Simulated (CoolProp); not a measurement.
A simple Rankine cycle with water: condensing at 302.15 K, boiler at 1.12 MPa, turbine inlet 607.9 K, turbine efficiency 0.6, pump efficiency 0.8, no recuperator. Each further row changes one setting.

Computed with CoolProp (reference Helmholtz-energy equation of state, Wagner 2002).

| case | thermal efficiency (%) | net work (kJ/kg) | heat in (kJ/kg) | turbine exit temperature (K) | volume ratio over the turbine |
|---|---|---|---|---|---|
| as stated | (withheld) | (withheld) | 3000 | 302.1 | 141 |
| turbine inlet 627.9 K | 19.2 | (withheld) | 3040 | 315.7 | (withheld) |
| condensing temperature 294.15 K | 19.9 | 605 | 3030 | 294.1 | (withheld) |
| boiler pressure 0.784 MPa | (withheld) | 545 | 3010 | 318.2 | 104 |
| turbine efficiency 0.5 | 15.9 | 476 | 3000 | 350.5 | 165 |

Question: Some entries are withheld; supply them.

Answer: 
- as stated, thermal efficiency (%): 19.1
- as stated, net work (kJ/kg): 572
- turbine inlet 627.9 K, net work (kJ/kg): 585
- turbine inlet 627.9 K, volume ratio over the turbine: 143
- condensing temperature 294.15 K, volume ratio over the turbine: 220
- boiler pressure 0.784 MPa, thermal efficiency (%): 18.1

The expansion ends wet for: as stated; condensing temperature 294.15 K.
